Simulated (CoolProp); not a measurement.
Vapour-liquid equilibrium of R1234yf (1) + R1234ze(E) (2) at 0.0506 bar; x and y are mole fractions of (1).

Values from CoolProp's multi-fluid Helmholtz-energy mixture model, Lemmon 2022 and Thol 2016; pair parameters Bell 2022.

Give the bubble temperature and the first vapour's composition at x = 0.05, 0.55, 0.75. Is there an azeotrope?

x = 0.05: 201.2 K, y = 0.104; x = 0.55: 195.7 K, y = 0.717; x = 0.75: 194.0 K, y = 0.861. No azeotrope shows between x = 0.05 and 0.95.

The pair parameters rest on a limited set of measurements; away from them the model extrapolates.
